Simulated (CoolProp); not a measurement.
Dimethyl carbonate along the isobar 28000 kPa: Z from the reference equation and from simpler models built on Tc = 283.9 °C, pc = 4909 kPa, ω = 0.346; each cubic takes its own stable root.

Values from CoolProp's reference Helmholtz-energy equation of state, Zhou 2011.

| T (°C) | phase | reference |
|---|---|---|
| 29.95 | liquid | 0.9255 |
| 55.15 | liquid | 0.8787 |
| 80.25 | liquid | 0.8400 |
| 105.35 | liquid | 0.8080 |
| 130.45 | liquid | 0.7816 |
| 155.55 | liquid | 0.7603 |
| 180.75 | liquid | 0.7433 |
| 205.85 | liquid | 0.7305 |
| 230.95 | liquid | 0.7217 |
| 256.05 | liquid | 0.7169 |
| 281.15 | liquid | 0.7164 |

**Question.** How far does each simpler model (van der Waals, Soave-Redlich-Kwong, Peng-Robinson) lie from the reference over these 11 states: mean and median of the absolute difference, and the worst?

**Answer.** 
- van der Waals: mean 54.8 %, median 55.5 %, worst +65.9 % at 29.95 °C and 28000 kPa
- Soave-Redlich-Kwong: mean 10.3 %, median 9.7 %, worst +12.6 % at 29.95 °C and 28000 kPa
- Peng-Robinson: mean 1.7 %, median 1.9 %, worst -2.4 % at 180.75 °C and 28000 kPa
